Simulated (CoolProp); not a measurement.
Saturation properties of ethylene (Tc = 282.4 K, pc = 50.42 bar, ω = 0.087).

Values from CoolProp's reference Helmholtz-energy equation of state, Smukala 2000.

```csv
T (K),p (bar),vapour density (kg/m³),enthalpy of vaporisation (kJ/kg),liquid cp (kJ/(kg K)),surface tension (mN/m)
225.6,11.49,20.99,377.6,2.772,7.30
228.4,12.56,22.98,[?],2.814,6.88
231.3,13.73,25.20,362.8,2.862,6.45
234.1,14.94,27.53,355.2,2.913,6.04
237,16.27,30.13,346.9,2.973,5.61
239.8,17.63,32.86,338.5,3.038,5.21
242.7,19.13,35.93,329.4,3.114,4.80
245.5,20.65,39.16,320.2,3.199,4.40
248.4,22.33,42.81,310.1,3.300,4.00
251.2,[?],46.67,299.8,3.414,3.62
254.1,25.91,51.06,288.5,3.555,3.23
256.9,27.81,55.75,276.9,[?],2.86
259.8,29.89,61.15,264.0,3.929,2.48
262.6,32.00,67.00,250.5,4.188,2.12
265.5,34.30,73.87,235.2,4.542,1.76
```

Question: Some entries are withheld; supply them.

Answer: 
- 228.4, enthalpy of vaporisation (kJ/kg): 370.5
- 251.2, p (bar): 24.04
- 256.9, liquid cp (kJ/(kg K)): 3.719

It boils at 169.4 K under 1 atm.

Surface tension comes from a separate correlation (Mulero 2012).
